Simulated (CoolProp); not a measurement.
Vapour-liquid equilibrium of neopentane (1) + n-pentane (2) at 329 K; x and y are mole fractions of (1).

Values from CoolProp's multi-fluid Helmholtz-energy mixture model, Lemmon 2006 and Thol 2019; pair parameters Bell 2016.

Task: Give the bubble pressure and the first vapour's composition at x = 0.35, 0.5, 0.8. Is there an azeotrope?

Result: x = 0.35: 0.2688 MPa, y = 0.524; x = 0.5: 0.3023 MPa, y = 0.668; x = 0.8: 0.3694 MPa, y = 0.886. No azeotrope shows between x = 0.05 and 0.95.

The pair parameters rest on a limited set of measurements; away from them the model extrapolates.
